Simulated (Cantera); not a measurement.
A closed system holds: 1 mol Cr, 16 mol N2O, 3.8 mol H2, at 10.0 Torr.

These are equilibrium values from Cantera (NASA tables, ideal gas, pure condensed phases), not measurements of a reactor. Candidate condensed phases: Cr, CrN, Cr2N, Cr2O3, H2O; 29 gas species. Gases not in the tables: CrO2(OH)2. The numbers say what is thermodynamically allowed, not how fast it happens.

Question: At 1150 °C, list the 4 most abundant gas species with their mole fractions, and the condensed phases.

Answer: N2 0.636, O2 0.212, H2O 0.151, NO 0.000743. Condensed: Cr2O3(s).
